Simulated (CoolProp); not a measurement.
Vapour-liquid equilibrium of ethylbenzene (1) + m-xylene (2) at 363.1 K; x and y are mole fractions of (1).

Computed with CoolProp (multi-fluid Helmholtz-energy mixture model, Zhou 2012 and Zhou 2012; pair parameters Bell 2016).

```csv
x,bubble pressure (MPa),y at the bubble point,dew pressure at overall composition x (MPa),liquid density (mol/L)
0.05,0.02207,0.056,0.02205,7.556
0.2,0.02247,0.219,0.02243,7.556
0.35,0.02286,0.374,0.02280,7.557
0.5,0.02322,0.525,0.02316,7.560
0.65,0.02355,0.670,0.02350,7.563
0.8,0.02385,0.813,0.02383,7.568
0.95,0.02413,0.953,0.02413,7.575
```

No azeotrope shows between x = 0.05 and 0.95.

The pair parameters rest on a limited set of measurements; away from them the model extrapolates.
